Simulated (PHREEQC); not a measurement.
Solution (45 °C): 0.17 mol/kgw HF and 0.0057 mol/kgw CuCl2. It is in equilibrium with CO2 at log p = -3.4 (atm). Otherwise closed; pH follows from the charge balance.

Model: ion-association model, phreeqc.dat, run in PHREEQC.

This is a speciation only: nothing precipitates in the calculation.

Order these Cu species by the share of Cu that they hold, largest first: Cu+2, CuF+, CuCl+.

Cu+2 (89 %), CuF+ (7.7 %), CuCl+ (3.6 %)

Order these F species by the share of F that they hold, largest first: F-, HF, CuF+, HF2-.

HF (90 %), HF2- (5.7 %), F- (4.4 %), CuF+ (0.26 %)

The pH is 1.95 and the ionic strength 0.0286 mol/kgw. Constants without temperature data keep their 25 °C values here.
